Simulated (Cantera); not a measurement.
A freely propagating, adiabatic, planar premixed flame of CO : H2 : CH4 : O2 : N2 = 1 : 0.13 : 0.052 : 0.515 : 1.44 (molar parts), equivalence ratio 1.3, unburnt at 600 K and 9.87 atm; mixture-averaged transport, grid criteria slope 0.08 and curve 0.16, no radiation.

Detailed kinetics in Cantera: GRI-Mech 3.0 (53 species, 325 reactions). Burning velocities carry a grid error of a few per cent, more on coarse grids.

Task: What does this change do: inlet temperature 600 to 675 K?

Result: 
```
quantity                     before      after
------------------------  ---------  ---------
laminar burning velocity   202 cm/s   252 cm/s
thermal thickness         0.0350 mm  0.0351 mm
peak x(H2O2)               0.000152   0.000138
peak x(CH3)                0.000271   0.000293
```

Task: What does this change do: 0.13 parts H2O added?

Result: 
```tsv
quantity	before	after
laminar burning velocity	202 cm/s	188 cm/s
thermal thickness	0.0350 mm	0.0349 mm
peak x(H2O2)	0.000152	0.000188
peak x(CH3)	0.000271	0.000276
```
